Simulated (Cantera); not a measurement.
## Premixed flame

A freely propagating, adiabatic, planar premixed flame of CH4 : O2 : N2 = 1 : 2.9 : 10.9 (molar parts), unburnt at 625 K and 0.132 atm; mixture-averaged transport, grid criteria slope 0.08 and curve 0.16, no radiation.

Cantera simulation using GRI-Mech 3.0 (53 species, 325 reactions); the numbers are that mechanism's predictions, not measurements. Burning velocities carry a grid error of a few per cent, more on coarse grids.

```csv
z (mm),T (K),u (m/s),x CH4,x O2,x N2O,x CO2,x H2,x HO2
-6.75,625,1.59,0.0675,0.196,<1e-8,1.91e-8,0.000413,3.38e-7
-4.50,626,1.59,0.0674,0.196,<1e-8,4.67e-7,0.00133,3.97e-6
-3.37,629,1.60,0.0671,0.195,<1e-8,4.65e-6,0.00258,1.43e-5
-2.25,657,1.67,0.0652,0.193,<1e-8,9.01e-5,0.00535,3.39e-5
-1.12,878,2.26,0.0513,0.176,<1e-8,0.00172,0.0108,4.35e-5
-0.562,1179,3.06,0.0310,0.147,<1e-8,0.00588,0.0138,0.000111
0,1504,3.94,0.00925,0.109,<1e-8,0.0141,0.0139,0.000135
0.562,1646,4.32,0.00110,0.0847,1.77e-8,0.0240,0.0102,2.76e-5
1.12,1680,4.40,7.71e-5,0.0751,2.48e-8,0.0325,0.00776,4.94e-6
2.25,1708,4.46,3.59e-7,0.0693,2.97e-8,0.0432,0.00707,3.00e-6
4.50,1744,4.53,<1e-8,0.0662,3.06e-8,0.0510,0.00713,2.67e-6
9.00,1794,4.65,<1e-8,0.0648,3.28e-8,0.0541,0.00649,2.29e-6
18.0,1856,4.79,<1e-8,0.0637,3.77e-8,0.0561,0.00527,1.83e-6
```
x: mole fraction of selected species; z is measured from the peak of heat release.

```json
{
 "laminar_burning_velocity": "158 cm/s",
 "thermal_thickness": "2.25 mm",
 "peak x(H2)": "0.0144",
 "peak x(HO2)": "0.000156",
 "grid_points": "143"
}
```
